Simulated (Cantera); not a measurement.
An adiabatic, constant-pressure homogeneous reactor starts with 14.5 % CO, 5.96 % H2, 1.89 % CH4, 16.3 % O2, 61.3 % N2, equivalence ratio 0.86, at 1648 K and 0.310 bar.

Detailed kinetics in Cantera: GRI-Mech 3.0 (53 species, 325 reactions).

One state of this run: T (K) = 2678; x CO = 0.0727; x H2 = 0.00866; x CH4 = <1e-12; x HO2 = 4.85e-6; x NO = 0.0133; x O2 = 0.0483; x CH2O = 7.83e-11. x: mole fraction; the columns are a selection and need not sum to one.

### Question
Which value of t (s) does it belong to?
A) 5.38e-5
B) 1.44
C) 0.000149
D) 0.00115

### Answer
B, 1.44
